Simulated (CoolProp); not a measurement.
Properties of fluoroethane (R161) at several states (Tc = 102.1 °C, pc = 5.010 MPa, ω = 0.216).

Model: reference Helmholtz-energy equation of state, Wu 2012, in CoolProp.

| T (°C) | p (MPa) | phase | density (kg/m³) | cp (kJ/(kg K)) | speed of sound (m/s) | expansivity (1/kK) |
|---|---|---|---|---|---|---|
| -25.65 | 5 | liquid | 806.8 | 1.981 | 1059 | 1.767 |
| -136.55 | 1.85 | liquid | 949.1 | 2.153 | 1714 | 1.382 |
| -109.05 | 0.0155 | liquid | 912.5 | 2.012 | 1537 | 1.413 |
